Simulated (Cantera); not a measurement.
A perfectly stirred reactor is fed with 30.5 % H2, 69.3 % O2, 0.180 % H2O, equivalence ratio 0.22, at 20.0 Torr; it is held at 1025 K, and followed from long to short residence time.

Computed with Cantera and the H2/O2 subset of GRI-Mech 3.0, which has no nitrogen chemistry. Radical loss at walls, strong at low pressure, is not modelled. The temperature is held fixed by assumption; the heat of reaction is taken as removed at once.

x: mole fraction; the columns are a selection and need not sum to one.

```json
[
 {"τ (s)": "15", "x H2": "0.000242", "x O2": "0.638", "x HO2": "___", "x H2O": "0.362", "x H": "8.10e-6"},
 {"τ (s)": "3.3", "x H2": "0.000648", "x O2": "0.638", "x HO2": "___", "x H2O": "0.361", "x H": "3.69e-5"},
 {"τ (s)": "0.77", "x H2": "0.00161", "x O2": "0.637", "x HO2": "___", "x H2O": "0.359", "x H": "0.000158"},
 {"τ (s)": "0.18", "x H2": "0.00385", "x O2": "0.637", "x HO2": "___", "x H2O": "0.356", "x H": "0.000673"},
 {"τ (s)": "0.040", "x H2": "0.00911", "x O2": "0.635", "x HO2": "___", "x H2O": "0.347", "x H": "0.00297"},
 {"τ (s)": "0.0093", "x H2": "0.0204", "x O2": "0.630", "x HO2": "3.79e-5", "x H2O": "0.325", "x H": "0.0120"},
 {"τ (s)": "0.0021", "x H2": "0.0455", "x O2": "0.619", "x HO2": "3.54e-5", "x H2O": "0.269", "x H": "0.0418"},
 {"τ (s)": "0.00049", "x H2": "0.100", "x O2": "0.614", "x HO2": "___", "x H2O": "0.174", "x H": "0.0785"},
 {"τ (s)": "0.00011", "x H2": "0.245", "x O2": "0.666", "x HO2": "___", "x H2O": "0.0448", "x H": "0.0304"}
]
```

Complete the blanks.


- 15, x HO2: 5.20e-6
- 3.3, x HO2: 1.06e-5
- 0.77, x HO2: 1.81e-5
- 0.18, x HO2: 2.66e-5
- 0.040, x HO2: 3.42e-5
- 0.00049, x HO2: 2.71e-5
- 0.00011, x HO2: 1.51e-5
